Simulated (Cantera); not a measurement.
An adiabatic, constant-pressure homogeneous reactor starts with CH4 : O2 : N2 = 1 : 4.7 : 12.7 (molar parts), at 1400 K and 460000 Pa.

Detailed kinetics in Cantera: GRI-Mech 3.0 (53 species, 325 reactions).

Task: Predict: time of steepest temperature rise; temperature at 1.00 s; equilibrium temperature; x(O2) at 1.00 s.

Result: 
```
Property                                                        Result
---------------------------------  -----------------------------------
time of steepest temperature rise                             0.540 ms
temperature at 1.00 s                                           2428 K
equilibrium temperature                                         2428 K
x(O2) at 1.00 s                    0.137 (gas-phase equilibrium 0.137)
```
